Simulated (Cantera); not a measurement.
A perfectly stirred reactor is fed with H2 : O2 : N2 = 0.31 : 1 : 6.5 (molar parts), equivalence ratio 0.15, at 0.345 atm; it is held at 775 K, and followed from long to short residence time.

Computed with Cantera and the H2/O2 subset of GRI-Mech 3.0, which has no nitrogen chemistry. Below about 950 K walls govern HO2 and H2O2 in real vessels. The temperature is held fixed by assumption; the heat of reaction is taken as removed at once.

Task: What does this change do: temperature 775 to 1225 K?

Result: 
| quantity | before | after |
|---|---|---|
| x(H2) at τ = 18.0 s | 0.0397 | 7.02e-6 |
| x(O2) at τ = 18.0 s | 0.128 | 0.110 |
| x(H2O) at τ = 18.0 s | 8.38e-6 | 0.0405 |
| x(H2O2) at τ = 18.0 s | 2.73e-6 | 3.44e-8 |
| x(HO2) at τ = 18.0 s | 2.73e-7 | 2.94e-7 |
| x(H2) at τ = 0.340 s | 0.0397 | 9.37e-5 |
| x(O2) at τ = 0.340 s | 0.128 | 0.110 |
| x(H2O) at τ = 0.340 s | 7.12e-11 | 0.0403 |
| x(H2O2) at τ = 0.340 s | 4.07e-11 | 2.24e-7 |
| x(HO2) at τ = 0.340 s | 3.77e-10 | 2.81e-6 |
